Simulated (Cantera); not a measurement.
Input: 1 mol N2O, 0.17 mol O2, 6.7 mol H2, at 500 °C and 133 Pa.

These are equilibrium values from Cantera (NASA tables, ideal gas, pure condensed phases), not measurements of a reactor. Candidate condensed phases: H2O; 24 gas species. Kinetics and transport are ignored.

Base state: H2 0.696, H2O 0.174, N2 0.130 (mole fractions); condensed: gas only.

Task: What changes in the equilibrium state with this change: pressure from 133 Pa to 800000 Pa?

Result: 
| species | before | after |
|---|---|---|
| H2 | 0.696 | 0.691 |
| H2O | 0.174 | 0.175 |
| N2 | 0.130 | 0.127 |
| NH3 | 1.10e-6 | 0.00649 |

Task: What changes in the equilibrium state with this change: temperature from 500 °C to 2052 °C?

Result: 
```
species  before     after
-------  ------  --------
H2        0.696     0.516
H         <1e-9     0.216
H2O       0.174     0.140
N2        0.130     0.115
OH        <1e-9   0.00982
O         <1e-9   0.00280
O2        <1e-9  0.000317
```

Task: What changes in the equilibrium state with this change: pressure from 133 Pa to 300000 Pa?

Result: 
```
species   before    after
-------  -------  -------
H2         0.696    0.694
H2O        0.174    0.174
N2         0.130    0.129
NH3      1.10e-6  0.00246
```
